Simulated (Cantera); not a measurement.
Ignition delay

Mixture: 7.76 % CO, 1.55 % H₂, 2.40 % CH₄, 18.5 % O₂, 69.7 % N₂, at 100000 Pa, adiabatic and at constant volume. Ignition delay is the time to a rise of 400 K.

Cantera simulation using GRI-Mech 3.0 (53 species, 325 reactions); the numbers are that mechanism's predictions, not measurements.

| T0 (K) | delay (ms) |
|---|---|
| 1250 | 0.446 |
| 1325 | 0.274 |
| 1400 | 0.182 |
| 1475 | 0.127 |
| 1550 | 0.0929 |

- apparent activation energy between 1400 and 1550 K = 81 kJ/mol
